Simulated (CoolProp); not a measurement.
Vapour-liquid equilibrium of R134a (1) + R245fa (2) at -1.85 °C; x and y are mole fractions of (1).

Computed with CoolProp (multi-fluid Helmholtz-energy mixture model, Tillner-Roth 1994 and Akasaka 2015; pair parameters Akasaka 2014).

| x | bubble pressure (bar) | y at the bubble point | dew pressure at overall composition x (bar) | liquid density (mol/L) |
|---|---|---|---|---|
| 0.05 | 0.6003 | 0.221 | 0.5107 | 10.62 |
| 0.2 | 0.9306 | 0.568 | 0.5878 | 10.93 |
| 0.35 | 1.259 | 0.735 | 0.6919 | 11.25 |
| 0.5 | 1.589 | 0.835 | 0.8401 | 11.57 |
| 0.65 | 1.924 | 0.902 | 1.067 | 11.90 |
| 0.8 | 2.266 | 0.951 | 1.457 | 12.25 |
| 0.95 | 2.618 | 0.989 | 2.256 | 12.62 |

No azeotrope shows between x = 0.05 and 0.95.

The pair parameters rest on a limited set of measurements; away from them the model extrapolates.
